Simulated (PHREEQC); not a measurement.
Make-up at 25 °C: 0.011 mol/kgw NaHS, 0.028 mol/kgw NaHCO3 and 8.9e-05 mol/kgw ZnCl2. Closed to the air; pH follows from the charge balance.

Equilibrium calculation in PHREEQC: ion-association model, wateq4f.dat.

```json
[
 {"quantity": "pH", "before": "8.32", "after": "8.24"},
 {"quantity": "ionic strength (mol/kgw)", "before": "0.0389", "after": "0.0525"},
 {"quantity": "CO3-2 (mol/kgw)", "before": "0.000439", "after": "0.000579"},
 {"quantity": "NaHCO3 (mol/kgw)", "before": "0.000405", "after": "0.000782"},
 {"quantity": "CO2 (mol/kgw)", "before": "0.000241", "after": "0.000422"},
 {"quantity": "SI of Nahcolite (NaHCO3)", "before": "-2.59", "after": "-2.30"},
 {"quantity": "SI of Natron (Na2CO3:10H2O)", "before": "-5.33", "after": "-5.01"}
]
```

### Question
Which change was made?
(A) diluted 2-fold with water
(B) NaHCO3 from 0.028 to 0.042 mol/kgw
(C) NaHCO3 from 0.028 to 0.0028 mol/kgw
(D) NaHS from 0.011 to 0.0022 mol/kgw
(E) NaHS replaced by Na2HPO4 at the same molality

### Answer
B, NaHCO3 from 0.028 to 0.042 mol/kgw

No solid was allowed to form. Some of these states are supersaturated (in ZnS(a), Sphalerite (slow to form), for instance).
